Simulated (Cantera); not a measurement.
A closed system holds: 1 mol SiH2Cl2, 0.68 mol HCl, 85 mol H2, held at 1248 K and 0.230 bar.

Method: chemical equilibrium by Gibbs-energy minimisation in Cantera with the NASA 1993 tables (ideal gas, pure condensed phases). Candidate condensed phases: Si; 19 gas species. The tables' values for SiCl3 are old estimates; treat these amounts as uncertain. Equilibrium is a limit: real reactors are often held back by kinetics, nucleation or transport.

Base state: H2 0.974, HCl 0.0233, SiCl2 0.00140, SiHCl3 0.000600, SiCl4 0.000407, SiCl3 0.000281, SiH2Cl2 0.000120 (mole fractions); condensed: Si(s).

What changes in the equilibrium state with this change: H2 from 85 to 210 mol?


```
species       before     after
----------  --------  --------
H2             0.974     0.988
HCl           0.0233    0.0115
SiCl2        0.00140  0.000334
SiCl4       0.000407   2.33e-5
SiCl3       0.000281   3.28e-5
SiHCl3      0.000600   7.06e-5
SiH2Cl2     0.000120   2.91e-5
Si(s), mol     0.754     0.895
```
